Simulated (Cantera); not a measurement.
What does this Cantera script print?

```python
import numpy as np
import cantera as ct

gas = ct.Solution("gri30.yaml")
gas.TPX = 1975, 4500, {'NO': 1.8, 'N2': 0.14}
inlet = ct.Reservoir(gas, clone=True)

reactor = ct.IdealGasConstPressureReactor(gas, energy="off", clone=False)
exhaust = ct.Reservoir(gas, clone=True)
tau = [20, 7.2, 2.6, 0.95, 0.34, 0.12, 0.045, 0.016, 0.006][0]
for a, b in ((inlet, reactor), (reactor, exhaust)):
    ct.MassFlowController(a, b, mdot=lambda t: reactor.mass / tau)
net = ct.ReactorNet([reactor])
show = ['NO', 'N2', 'NO2', 'O2', 'O']

rows = []
print(f"{'tau/s':>10s}{'T/K':>9s}" + "".join(f"{s:>11s}" for s in show))
for tau in [20, 7.2, 2.6, 0.95, 0.34, 0.12, 0.045, 0.016, 0.006]:
    net.initial_time = 0.0
    net.advance(30 * tau)
    before = gas.X
    net.advance(40 * tau)
    drift = np.max(np.abs(gas.X - before) / (gas.X + 1e-9))
    rows.append([gas.T, *gas[show].X, drift])
    print(f"{tau:10.3e}{gas.T:9.1f}" + "".join(f"{x:11.3e}" for x in gas[show].X))
```

Output:

```
     tau/s      T/K         NO         N2        NO2         O2          O
 2.000e+01   1975.0  2.118e-01  4.298e-01  1.046e-04  3.568e-01  1.579e-03
 7.200e+00   1975.0  4.032e-01  3.340e-01  1.691e-04  2.612e-01  1.374e-03
 2.600e+00   1975.0  6.420e-01  2.146e-01  1.962e-04  1.419e-01  1.061e-03
 9.500e-01   1975.0  8.107e-01  1.304e-01  1.586e-04  5.785e-02  7.552e-04
 3.400e-01   1975.0  8.866e-01  9.240e-02  1.104e-04  2.005e-02  5.544e-04
 1.200e-01   1975.0  9.138e-01  7.884e-02  8.166e-05  6.557e-03  4.480e-04
 4.500e-02   1975.0  9.227e-01  7.441e-02  6.684e-05  2.155e-03  3.819e-04
 1.600e-02   1975.0  9.261e-01  7.278e-02  5.260e-05  5.552e-04  2.975e-04
 6.000e-03   1975.0  9.272e-01  7.231e-02  3.281e-05  1.049e-04  1.837e-04
```

Model: GRI-Mech 3.0 (53 species, 325 reactions), integrated in Cantera. Radical loss at walls, strong at low pressure, is not modelled.
